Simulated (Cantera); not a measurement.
Feed: 1 mol Si3N4, 0.61 mol H2O, 1 mol N2, equilibrated at 1075 °C and 13300 Pa.

These are equilibrium values from Cantera (NASA tables, ideal gas, pure condensed phases), not measurements of a reactor. Candidate condensed phases: H2O, Si, SiO2, Si2N2O, Si3N4; 35 gas species. Mutual solubility and eutectic melting of coexisting phases are not modelled. Equilibrium is a limit: real reactors are often held back by kinetics, nucleation or transport.

Base state: N2 0.664, H2 0.336 (mole fractions); condensed: Si2N2O(s) + Si3N4(s).

**Question.** What changes in the equilibrium state with this change: temperature from 1075 °C to 1850 °C?

**Answer.** 
```json
[
 {"species": "N2", "before": "0.664", "after": "0.708"},
 {"species": "SiO", "before": "2.83e-9", "after": "0.144"},
 {"species": "H2", "before": "0.336", "after": "0.142"},
 {"species": "Si", "before": "<1e-9", "after": "0.00128"},
 {"species": "Si2N", "before": "<1e-9", "after": "9.12e-5"},
 {"species": "SiH", "before": "<1e-9", "after": "9.08e-5"},
 {"species": "Si2N2O(s), mol", "before": "0.610", "after": "0"},
 {"species": "Si3N4(s), mol", "before": "0.593", "after": "0"},
 {"species": "Si(l), mol", "before": "0", "after": "2.38"}
]
```
The tables' values for SiN are old estimates; treat these amounts as uncertain. Gases not in the tables: Si2H6 and higher silanes.
